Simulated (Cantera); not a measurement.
A Cantera script and what it prints.

```python
import numpy as np
import cantera as ct

gas_names = """
    F F2 H HF H2 H2F2 H3F3 H4F4 H5F5 H6F6 H7F7
""".split()
cond_names = """

""".split()


# ... load() reads the species with a 1 bar reference pressure and builds the phases ...
atoms = {
    'HF': {'H': 1, 'F': 1},
    'H2': {'H': 2},
}
top_T = {}  # K; cautious upper limits of use, not melting points


# ... equilibrate(T, P, feed) seeds the gas with the atoms and calls Mixture.equilibrate('TP', solver="vcs", rtol=1e-11, max_steps=5000) ...
results = []
feed = {'HF': 1, 'H2': 0.053}  # mol
P = 22000  # Pa
for T in [1773, 1873, 1973, 2073, 2173, 2273, 2373, 2473, 2573, 2673]:
    mix = equilibrate(T, P, feed)
    results.append((T, P, feed, dict(zip(mix.species_names, mix.species_moles))))

top = {s: max(r[3][s] / sum(r[3][g] for g in gas_names) for r in results) for s in gas_names}
cols = sorted((s for s in top if top[s] > 1e-05), key=lambda s: -top[s])[:6]
seen = [c for c in cond_names if any(r[3].get(c, 0) > 1e-12 for r in results)]
print("log10 of partial pressures in bar; condensed amounts in mol")
print(f"{'T/K':>10s}" + "".join(f"{s[:9]:>10s}" for s in cols + seen))
for T, P, feed, n in results:
    ng = sum(n[g] for g in gas_names)
    print(f"{T:10.4g}" + "".join(f"{np.log10(max(n[s] / ng * P / 1e5, 1e-99)):10.3f}" for s in cols)
          + "".join(f"{n.get(c, 0):10.4g}" for c in seen))
```

Output:

```
log10 of partial pressures in bar; condensed amounts in mol
       T/K        HF        H2         H         F
      1773    -0.680    -1.956    -4.524    -7.085
      1873    -0.680    -1.957    -4.169    -6.517
      1973    -0.680    -1.959    -3.849    -6.005
      2073    -0.680    -1.961    -3.561    -5.541
      2173    -0.681    -1.966    -3.299    -5.119
      2273    -0.681    -1.974    -3.062    -4.732
      2373    -0.682    -1.985    -2.848    -4.375
      2473    -0.682    -2.002    -2.653    -4.044
      2573    -0.684    -2.026    -2.477    -3.735
      2673    -0.686    -2.059    -2.320    -3.444
```

Method: chemical equilibrium by Gibbs-energy minimisation in Cantera with the NASA 1993 tables (ideal gas, pure condensed phases).
